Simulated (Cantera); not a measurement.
Charge: 1 mol Al, 0.89 mol N2, held at 998.15 K and 53.0 Pa.

These are equilibrium values from Cantera (NASA tables, ideal gas, pure condensed phases), not measurements of a reactor. Candidate condensed phases: Al, AlN; 5 gas species. Rates play no part.

Base state: N2 1.00 (mole fractions); condensed: AlN(s).

### Question
What changes in the equilibrium state with this change: 0.012 mol NH3 added?

### Answer
```tsv
species	before	after
N2	1.00	0.957
H2	0	0.0435
AlN(s), mol	1.00	1.00
```
